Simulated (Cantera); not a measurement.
## Hydrocarbon pyrolysis for carbon deposition

A perfectly stirred reactor is fed with C2H4 : H2 = 1 : 22 (molar parts), at 140000 Pa; it is held at 1600 K, and followed from long to short residence time.

Detailed kinetics in Cantera: GRI-Mech 3.0 (53 species, 325 reactions). GRI-Mech 3.0 was tuned for natural gas; its chemistry of ethylene as a main component is partial and can be far from experiment. GRI-Mech 3.0 stops at C3 and has no aromatics, soot or wall deposition, so with more carbon than oxygen in the feed, carbon stays in small species such as C2H2 where larger ones or solid carbon would form.

```
τ (s)    x C2H4   x H2    x C2H   x C2H6      x H
------  -------  -----  -------  -------  -------
3.6     0.00254  0.933  2.86e-9  1.30e-5  4.52e-5
1.1     0.00287  0.935  3.26e-9  1.28e-5  4.63e-5
0.36    0.00356  0.941  4.12e-9  1.31e-5  4.91e-5
0.12    0.00457  0.947  5.52e-9  1.48e-5  5.53e-5
0.037   0.00596  0.952  7.27e-9  1.92e-5  6.62e-5
0.012   0.00828  0.955  8.53e-9  2.75e-5  7.79e-5
0.0038   0.0134  0.956  8.30e-9  4.49e-5  8.65e-5
```
x: mole fraction; the columns are a selection and need not sum to one.
